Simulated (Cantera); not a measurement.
Input (Python, Cantera) and output of one run.

```python
import numpy as np
import cantera as ct

gas_names = """
    Ca H2S H
""".split()
cond_names = """
    CaS(s)
""".split()


def load(file, names, dense=False):
    # The tables refer to 1 bar. Condensed volumes are neglected.
    table = {s.name: s for s in ct.Species.list_from_file(file)}
    out = []
    for n in names:
        d = dict(table[n].input_data)
        d["thermo"] = dict(d["thermo"], **{"reference-pressure": 1e5})
        if dense:
            d["equation-of-state"] = {"model": "constant-volume", "density": "1e6 g/cm^3"}
        out.append(ct.Species.from_dict(d))
    return out


species = {s.name: s for s in load("nasa_gas.yaml", gas_names) + load("nasa_condensed.yaml", cond_names)}
# Each term lists the table entries of one substance; the one whose range holds T is used.
reactions = {
    'Ca(g) + H2S(g) = CaS + 2 H(g)':
        [(-1, ['Ca']), (-1, ['H2S']), (1, ['CaS(s)']), (2, ['H'])],
}


def pick(names, T):
    return next(species[n] for n in names if species[n].thermo.min_temp <= T <= species[n].thermo.max_temp)


results = []
for label, terms in reactions.items():
    print(label)
    print("     T/K   dH/kJ  dS/(J/K)   dG/kJ   log10 K")
    for T in [2273, 2348, 2423, 2498, 2573, 2648]:
        used = [(nu, pick(names, T)) for nu, names in terms]
        dH = sum(nu * s.thermo.h(T) for nu, s in used) / 1e6
        dS = sum(nu * s.thermo.s(T) for nu, s in used) / 1e3
        dG = dH - T * dS / 1e3
        logK = -dG * 1e6 / (ct.gas_constant * T * np.log(10))
        results.append((label, T, dH, dS, dG, logK, [s.name for _, s in used]))
        print(f"{T:8g} {dH:8.1f} {dS:8.1f} {dG:8.1f} {logK:8.2f}")
```

Result:

```
Ca(g) + H2S(g) = CaS + 2 H(g)
     T/K   dH/kJ  dS/(J/K)   dG/kJ   log10 K
    2273   -139.4    -13.5   -108.7     2.50
    2348   -137.7    -12.8   -107.7     2.40
    2423   -135.9    -12.0   -106.8     2.30
    2498   -134.2    -11.3   -105.9     2.21
    2573   -132.5    -10.7   -105.1     2.13
    2648   -130.8    -10.0   -104.3     2.06
```

Source: NASA polynomial tables (part measured, part estimated), evaluated in Cantera. Condensed species are held in their standard states even where they would react or evaporate.
